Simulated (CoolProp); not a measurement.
Acetone along the isobar 1940 kPa: Z from the reference equation and from simpler models built on Tc = 235.0 °C, pc = 4692 kPa, ω = 0.307; each cubic takes its own stable root.

Model: reference Helmholtz-energy equation of state, Lemmon 2006, in CoolProp. It is a short technical equation, of lower accuracy than the large ones.

| T (°C) | phase | reference | Pitzer virial | van der Waals | Redlich-Kwong | Soave-Redlich-Kwong |
|---|---|---|---|---|---|---|
| 200.25 | gas | 0.7501 | 0.8145 | 0.8294 | 0.7986 | 0.7886 |
| 207.25 | gas | 0.7678 | 0.8239 | 0.8367 | 0.8091 | 0.8016 |
| 214.25 | gas | 0.7834 | 0.8327 | 0.8435 | 0.8187 | 0.8135 |
| 221.15 | gas | 0.7970 | 0.8408 | 0.8498 | 0.8275 | 0.8242 |
| 228.15 | gas | 0.8095 | 0.8486 | 0.8558 | 0.8358 | 0.8343 |
| 235.05 | gas | 0.8206 | 0.8558 | 0.8614 | 0.8434 | 0.8435 |
| 242.05 | gas | 0.8309 | 0.8626 | 0.8668 | 0.8506 | 0.8521 |
| 249.05 | gas | 0.8402 | 0.8691 | 0.8718 | 0.8574 | 0.8601 |
| 255.95 | gas | 0.8487 | 0.8752 | 0.8765 | 0.8636 | 0.8675 |
| 262.95 | gas | 0.8567 | 0.8810 | 0.8810 | 0.8696 | 0.8745 |
| 269.85 | gas | 0.8639 | 0.8864 | 0.8853 | 0.8751 | 0.8810 |
| 276.85 | gas | 0.8707 | 0.8916 | 0.8894 | 0.8803 | 0.8871 |
